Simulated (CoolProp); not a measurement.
Computed with CoolProp (reference Helmholtz-energy equation of state, Lemmon 2005). It is a short technical equation, of lower accuracy than the large ones.

Task: Give the vapour pressure (bar), liquid density (kg/m³), vapour density (kg/m³) of saturated trans-2-butene at 307.1, 322.2, 329.8 K.

Result: 
| T (K) | p (bar) | liquid density (kg/m³) | vapour density (kg/m³) |
|---|---|---|---|
| 307.1 | 3.08 | 588 | 7.42 |
| 322.2 | 4.70 | 568 | 11.2 |
| 329.8 | 5.73 | 558 | 13.6 |
